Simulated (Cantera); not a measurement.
Tantalum, niobium, vanadium and zirconium in process gases: Nb + H2O

Feed: 1 mol Nb, 0.011 mol H2O, equilibrated at 2175 K.

Method: chemical equilibrium by Gibbs-energy minimisation in Cantera with the NASA 1993 tables (ideal gas, pure condensed phases). Candidate condensed phases: H2O, Nb, NbO, NbO2, Nb2O5; 12 gas species. Mutual solubility and eutectic melting of coexisting phases are not modelled. NbO: taken at fixed stoichiometry. Condensed phases not in the tables: N, O or C dissolved in the metal. The numbers say what is thermodynamically allowed, not how fast it happens.

```csv
P (Pa),log p H2,log p H,log p NbO,log p NbO2,log p H2O,log p O,n Nb(s),n NbO(s)
0.100,-7.71,-6.16,-6.64,-7.17,-11.27,-9.22,0.991,0
1.50,-5.56,-5.09,-5.84,-5.57,-8.33,-8.42,0.993,0
22,-3.83,-4.23,-5.57,-5.02,-6.32,-8.14,0.990,0.00962
320,-2.54,-3.58,-5.57,-5.02,-5.03,-8.14,0.989,0.0109
4600,-1.35,-2.99,-5.57,-5.02,-3.84,-8.14,0.989,0.0110
68000,-0.17,-2.40,-5.57,-5.02,-2.66,-8.14,0.989,0.0110
1000000,1.00,-1.81,-5.57,-5.02,-1.50,-8.14,0.989,0.0110
```
log p: log10 of the partial pressure in bar; n: condensed amount in mol.

From 0.100 Pa to 1.50 Pa the condensed part is Nb(s). From 22.0 Pa to 1000000 Pa the condensed part is Nb(s) + NbO(s). The main Nb-bearing gas is NbO at 0.100 Pa and NbO2 at 1000000 Pa.
